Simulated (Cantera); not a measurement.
Input (Python, Cantera) and output of one run.

```python
import numpy as np
import cantera as ct

gas_names = """
    F FO FO2 F2 F2O N NF NF2 NF3 NO NO2 NO3 N2 N2O O O2 O3 Si SiF SiF2 SiF3 SiF4 SiN SiO SiO2 Si2 Si2N
    Si3
""".split()
cond_names = """
    Si(cr) Si(L) SiO2(Lqz) SiO2(hqz) SiO2(L) Si2N2O(s) Si3N4(a)
""".split()


def load(file, names, dense=False):
    # The tables refer to 1 bar. Condensed volumes are neglected.
    table = {s.name: s for s in ct.Species.list_from_file(file)}
    out = []
    for n in names:
        d = dict(table[n].input_data)
        d["thermo"] = dict(d["thermo"], **{"reference-pressure": 1e5})
        if dense:
            d["equation-of-state"] = {"model": "constant-volume", "density": "1e6 g/cm^3"}
        out.append(ct.Species.from_dict(d))
    return out


gas = ct.Solution(thermo="ideal-gas", species=load("nasa_gas.yaml", gas_names))
cond = {s.name: ct.Solution(thermo="fixed-stoichiometry", species=[s], name=s.name)
        for s in load("nasa_condensed.yaml", cond_names, dense=True)}
atoms = {
    'SiF4': {'Si': 1, 'F': 4},
    'N2O': {'N': 2, 'O': 1},
    'N2': {'N': 2},
}
top_T = {'Si2N2O(s)': 2100, 'Si3N4(a)': 2400}  # K; cautious upper limits of use, not melting points


def equilibrate(T, P, feed):
    n = {}
    for name, mol in feed.items():
        for a, k in atoms[name].items():
            n[a] = n.get(a, 0.0) + k * mol
    gas.TPX = T, P, n
    mass = sum(n.values()) * gas.mean_molecular_weight
    gas.equilibrate("TP")
    valid = [c for c in cond.values() if c.min_temp <= T <= top_T.get(c.name, c.max_temp)]
    mix = ct.Mixture([(gas, mass / gas.mean_molecular_weight)] + [(c, 0.0) for c in valid])
    mix.T, mix.P = T, P
    mix.equilibrate("TP", solver="vcs", rtol=1e-11, max_steps=5000)
    return mix


results = []
T = 1723  # K
P = 18  # Pa
for m in [2.8, 4.2, 6.4, 9.8, 15, 23, 34]:
    feed = {'SiF4': 1, 'N2O': 2, 'N2': m}  # mol
    mix = equilibrate(T, P, feed)
    results.append((T, P, feed, dict(zip(mix.species_names, mix.species_moles))))

top = {s: max(r[3][s] / sum(r[3][g] for g in gas_names) for r in results) for s in gas_names}
cols = sorted((s for s in top if top[s] > 0.001), key=lambda s: -top[s])[:6]
seen = [c for c in cond_names if any(r[3].get(c, 0) > 1e-12 for r in results)]
print("log10 of partial pressures in bar; condensed amounts in mol")
print(f"{'n(N2)':>10s}" + "".join(f"{s[:9]:>10s}" for s in cols + seen))
for T, P, feed, n in results:
    ng = sum(n[g] for g in gas_names)
    print(f"{feed['N2']:10.4g}" + "".join(f"{np.log10(max(n[s] / ng * P / 1e5, 1e-99)):10.3f}" for s in cols)
          + "".join(f"{n.get(c, 0):10.4g}" for c in seen))
```

Output:

```
log10 of partial pressures in bar; condensed amounts in mol
     n(N2)        N2      SiF4        O2        NO         O   SiO2(L)
       2.8    -3.897    -4.578    -4.584    -6.350    -6.537 2.081e-05
       4.2    -3.867    -4.660    -4.666    -6.376    -6.578         0
       6.4    -3.838    -4.763    -4.770    -6.414    -6.630         0
       9.8    -3.814    -4.886    -4.894    -6.463    -6.692         0
        15    -3.794    -5.025    -5.035    -6.524    -6.763         0
        23    -3.779    -5.178    -5.190    -6.594    -6.840         0
        34    -3.769    -5.326    -5.341    -6.664    -6.916         0
```

Equilibrium computed with Cantera from the NASA thermochemical tables; the gas is ideal and each condensed phase is pure. The tables' values for SiF3 are old estimates; treat these amounts as uncertain.
